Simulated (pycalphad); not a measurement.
# Effect of Mg content in Al-Si-Mg-Fe

Computed with pycalphad from the COST 507 light-alloy database (1999), at 1 atm. The database dates from 1999; later assessments differ in places, in temperatures and in the compounds included. Not assessed as a whole: an extrapolation from subsystems, which can miss ternary compounds. Amounts are mole fractions of atoms.

| alloy | liquidus (°C) | first solid | solidus (°C) | phases at 277 °C |
|---|---|---|---|---|
| Al-0.57Si-0.53Mg-0.38Fe (at.%) | 652 | fcc | 619 | fcc 0.97, ALFESI_BETA 0.02, MG2SI 0.01, ALFESI_ALPHA 0.01 |
| Al-0.57Si-1.06Mg-0.38Fe (at.%) | 649 | fcc | 609 | fcc 0.97, MG2SI 0.01, ALFESI_ALPHA 0.01, AL13FE4 0.01 |
| Al-0.57Si-1.59Mg-0.38Fe (at.%) | 647 | fcc | 597 | fcc 0.97, MG2SI 0.02, AL13FE4 0.02 |
| Al-0.57Si-2.12Mg-0.38Fe (at.%) | 644 | fcc | 602 | fcc 0.97, MG2SI 0.02, AL13FE4 0.02 |
| Al-0.57Si-3.18Mg-0.38Fe (at.%) | 639 | fcc | 596 | fcc 0.97, MG2SI 0.02, AL13FE4 0.02 |
| Al-0.57Si-4.24Mg-0.38Fe (at.%) | 634 | fcc | 590 | fcc 0.97, MG2SI 0.02, AL13FE4 0.02 |

Database names, with the compositions (at.%) that they take in these runs: AL13FE4: Al 76 Fe 24; ALFESI_ALPHA: Al 69-74 Fe 19 Si 7-12; ALFESI_BETA: Al 70 Si 15 Fe 15; MG2SI: Mg 67 Si 33.
